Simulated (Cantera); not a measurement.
Mixture: 5.09 % CH4, 0.764 % C2H6, 19.8 % O2, 74.4 % N2, equivalence ratio 0.65, at 9.87 atm, adiabatic and at constant pressure. Ignition delay is the time to a rise of 400 K.

Cantera simulation using GRI-Mech 3.0 (53 species, 325 reactions); the numbers are that mechanism's predictions, not measurements.

Problem. Predict: delay at 1075 K; delay at 1125 K; delay at 1175 K; delay at 1225 K; delay at 1275 K; delay at 1325 K; delay at 1375 K; apparent activation energy between 1275 and 1375 K.

Solution. 
```
Item                                                    Result
--------------------------------------------------  ----------
delay at 1075 K                                        6.48 ms
delay at 1125 K                                        2.74 ms
delay at 1175 K                                        1.26 ms
delay at 1225 K                                       0.629 ms
delay at 1275 K                                       0.339 ms
delay at 1325 K                                       0.195 ms
delay at 1375 K                                       0.118 ms
apparent activation energy between 1275 and 1375 K  150 kJ/mol
```
